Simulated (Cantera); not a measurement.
Feed: 1 mol SiH2Cl2, 49 mol NH3, equilibrated at 55.0 mbar.

Method: chemical equilibrium by Gibbs-energy minimisation in Cantera with the NASA 1993 tables (ideal gas, pure condensed phases). Candidate condensed phases: NH4Cl, Si, Si3N4; 28 gas species. The tables' values for SiCl, SiN are old estimates; treat these amounts as uncertain. Gases not in the tables: Si2H6 and higher silanes. The numbers say what is thermodynamically allowed, not how fast it happens.

x: gas mole fraction; n: condensed amount in mol.

```csv
T (K),x H2,x N2,x HCl,x H,x SiCl2,n Si3N4(s),n Si(l)
825,0.740,0.240,0.0201,2.91e-11,1.22e-12,0.333,0
925,0.740,0.240,0.0201,9.55e-10,8.05e-11,0.333,0
1025,0.740,0.240,0.0201,1.60e-8,2.34e-9,0.333,0
1125,0.740,0.240,0.0201,1.63e-7,3.70e-8,0.333,0
1225,0.740,0.240,0.0201,1.14e-6,3.70e-7,0.333,0
1325,0.740,0.240,0.0201,6.00e-6,2.60e-6,0.333,0
1425,0.740,0.240,0.0201,2.50e-5,1.37e-5,0.333,0
1525,0.740,0.240,0.0200,8.68e-5,5.74e-5,0.331,0
1625,0.740,0.240,0.0197,…,…,0.327,0
1725,0.740,0.240,0.0190,…,…,0.315,0
1825,0.739,0.240,0.0175,0.00161,0.00124,0.286,0
1925,0.733,0.244,0.0176,0.00349,0.00111,0,0.835
2025,0.729,0.244,0.0177,0.00701,0.000994,0,0.744
```

### Question
Fill in the missing entries.

### Answer

- 1625, x H: 0.000259
- 1625, x SiCl2: 0.000196
- 1725, x H: 0.000681
- 1725, x SiCl2: 0.000548
